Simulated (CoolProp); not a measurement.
Vapour-liquid equilibrium of R22 (1) + c-C4F8 (RC318) (2) at 1610 kPa; x and y are mole fractions of (1).

Computed with CoolProp (multi-fluid Helmholtz-energy mixture model, Kamei 1995 and Platzer 1990; pair parameters Bell 2016). This equation is an older, rougher fit; its heat capacities, sound speeds and derivatives of the liquid may be far off and weren't checked against measurements.

Problem. Give the bubble temperature and the first vapour's composition at x = 0.05, 0.15, 0.35. Is there an azeotrope?

Solution. x = 0.05: 86.2 °C, y = 0.076; x = 0.15: 80.1 °C, y = 0.248; x = 0.35: 64.3 °C, y = 0.575. No azeotrope shows between x = 0.05 and 0.95.

The pair parameters rest on a limited set of measurements; away from them the model extrapolates. The gap from Raoult's law changes sign with composition, which may be real or a fault of the pair parameters; it wasn't checked against measurements.
